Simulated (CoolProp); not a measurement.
R143a along the isobar 960 kPa: Z from the reference equation and from simpler models built on Tc = 345.9 K, pc = 3762 kPa, ω = 0.261; each cubic takes its own stable root.

The numbers come from the reference Helmholtz-energy equation of state, Lemmon and Jacobsen 2000 in CoolProp.

| T (K) | phase | reference |
|---|---|---|
| 178 | liquid | 0.04221 |
| 184.6 | liquid | 0.04122 |
| 191.2 | liquid | 0.04032 |
| 197.8 | liquid | 0.03949 |
| 204.3 | liquid | 0.03875 |
| 210.9 | liquid | 0.03807 |
| 217.5 | liquid | 0.03745 |
| 224.1 | liquid | 0.03689 |
| 230.6 | liquid | 0.03640 |
| 237.2 | liquid | 0.03596 |
| 243.8 | liquid | 0.03558 |
| 250.4 | liquid | 0.03526 |
| 256.9 | liquid | 0.03499 |
| 263.5 | liquid | 0.03479 |
| 270.1 | liquid | 0.03465 |
| 276.7 | liquid | 0.03459 |

Task: How far does each simpler model (van der Waals, Soave-Redlich-Kwong, Peng-Robinson) lie from the reference over these 16 states: mean and median of the absolute difference, and the worst?

Result: 
- van der Waals: mean 634.7 %, median 79.1 %, worst +2362.0 % at 276.7 K and 960 kPa
- Soave-Redlich-Kwong: mean 18.5 %, median 18.3 %, worst +20.2 % at 276.7 K and 960 kPa
- Peng-Robinson: mean 4.9 %, median 4.7 %, worst +5.9 % at 276.7 K and 960 kPa

At some of these states van der Waals gives the other phase, because its saturation line lies elsewhere.
